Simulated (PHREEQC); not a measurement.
KBr is added in steps, without added water, to 1 kg of water holding 0.075 mol/kgw Ni(NO3)2, 6.7e-05 mol/kgw H3BO3 and 0.00015 mol/kgw MnSO4, at 75 °C. No oxygen is let in. No CO2 enters from the air. Only these solids could form: Pyrochroite, Ni(OH)2, Ni4(OH)6SO4, Morenosite.

Base run: PHREEQC, ion-association model, wateq4f.dat. Each further column changes one thing. The table gives pH.

| KBr added (mol) | base | all activity coefficients set to 1 | Debye-Hückel limiting law | Davies equation for every ion |
|---|---|---|---|---|
| 0 | 5.11 | 4.84 | 5.37 | 5.13 |
| 0.01125 | 5.11 | 4.85 | 5.39 | 5.13 |
| 0.02063 | 5.12 | 4.85 | 5.40 | 5.13 |
| 0.03188 | 5.12 | 4.86 | 5.41 | 5.14 |
| 0.04312 | 5.12 | 4.86 | 5.42 | 5.14 |
| 0.05437 | 5.13 | 4.87 | 5.43 | 5.14 |
| 0.06375 | 5.13 | 4.87 | 5.44 | 5.15 |
| 0.075 | 5.13 | 4.88 | 5.46 | 5.15 |

Constants without temperature data keep their 25 °C values here.
